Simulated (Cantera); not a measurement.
A closed system holds: 1 mol Cu2O, 0.34 mol CH4, 0.2 mol CO, held at 0.460 bar.

Cantera equilibrium calculation (NASA polynomials, part measured and part estimated; ideal gas, pure solids and liquids). Candidate condensed phases: C, C6H6, C7H8, C8H18, Cu, CuO, Cu(OH)2, Cu2O, H2O; 113 gas species. Equilibrium is a limit: real reactors are often held back by kinetics, nucleation or transport.

Problem. Which condensed phases are stable at each of these points (T (K)): 1248, 1348, 1448, 1548, 1648, 1748, 1848, 1948, 2048, 2148, 2248, 2348?

Solution. 
```
T (K)  condensed phases  Cu condensed (%)
-----  ----------------  ----------------
1248              Cu(s)             100.0
1348              Cu(s)             100.0
1448              Cu(l)             100.0
1548              Cu(l)             100.0
1648              Cu(l)             100.0
1748              Cu(l)             100.0
1848              Cu(l)              99.9
1948              Cu(l)              99.6
2048              Cu(l)              99.1
2148              Cu(l)              97.8
2248              Cu(l)              95.2
2348              Cu(l)              89.4
```

From 1248 K to 1348 K the condensed part is Cu(s). From 1448 K to 2348 K the condensed part is Cu(l).
